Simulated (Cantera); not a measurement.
A closed system holds: 1 mol Ta2O5, 0.62 mol CO, 5.3 mol H2, at 220 Pa.

Equilibrium computed with Cantera from the NASA thermochemical tables; the gas is ideal and each condensed phase is pure. Candidate condensed phases: C, C6H6, C7H8, C8H18, H2O, Ta, TaC, Ta2O5; 113 gas species. Mutual solubility and eutectic melting of coexisting phases are not modelled. TaC: taken at fixed stoichiometry. Condensed phases not in the tables: Ta2C. Kinetics and transport are ignored.

x: gas mole fraction; n: condensed amount in mol.

| T (K) | x H2 | x CO | x H2O | x H | x CH4 | x CO2 | n C(graphite) | n Ta2O5(s) | n TaC(s) |
|---|---|---|---|---|---|---|---|---|---|
| 800 | 0.894 | 0.0971 | [?] | 5.84e-11 | 0.00236 | 0.00205 | 0.0244 | 1.00 | 0 |
| 875 | 0.895 | 0.104 | [?] | 1.01e-9 | 0.000769 | 0.000254 | 0.00187 | 1.00 | 0 |
| 950 | 0.895 | 0.104 | [?] | 1.12e-8 | 0.000262 | 4.53e-5 | 0 | 1.00 | 0 |
| 1025 | 0.895 | 0.105 | [?] | 8.79e-8 | 5.04e-5 | 2.13e-5 | 0 | 1.000 | 0.000188 |
| 1100 | 0.895 | 0.105 | [?] | 5.22e-7 | 6.42e-6 | 2.10e-5 | 0 | 1.000 | 0.000332 |
| 1175 | 0.895 | 0.105 | [?] | 2.47e-6 | 1.07e-6 | 2.07e-5 | 0 | 1.000 | 0.000416 |
| 1250 | 0.895 | 0.105 | [?] | 9.75e-6 | 2.20e-7 | 2.04e-5 | 0 | 1.000 | 0.000496 |
| 1325 | 0.895 | 0.105 | [?] | 3.30e-5 | 5.44e-8 | 2.02e-5 | 0 | 1.000 | 0.000579 |
| 1400 | 0.895 | 0.105 | [?] | 9.81e-5 | 1.57e-8 | 2.00e-5 | 0 | 1.000 | 0.000663 |
| 1475 | 0.895 | 0.105 | [?] | 0.000262 | 5.15e-9 | 1.99e-5 | 0 | 1.000 | 0.000748 |
| 1550 | 0.894 | 0.105 | [?] | 0.000635 | 1.89e-9 | 1.97e-5 | 0 | 1.000 | 0.000833 |
| 1625 | 0.894 | 0.104 | [?] | 0.00142 | 7.61e-10 | 1.96e-5 | 0 | 1.000 | 0.000916 |
| 1700 | 0.892 | 0.104 | [?] | 0.00297 | 3.33e-10 | 1.95e-5 | 0 | 0.999 | 0.000998 |

Complete the blanks.


- 800, x H2O: 0.00447
- 875, x H2O: 0.000831
- 950, x H2O: 0.000217
- 1025, x H2O: 0.000140
- 1100, x H2O: 0.000182
- 1175, x H2O: 0.000226
- 1250, x H2O: 0.000273
- 1325, x H2O: 0.000322
- 1400, x H2O: 0.000372
- 1475, x H2O: 0.000422
- 1550, x H2O: 0.000472
- 1625, x H2O: 0.000522
- 1700, x H2O: 0.000570
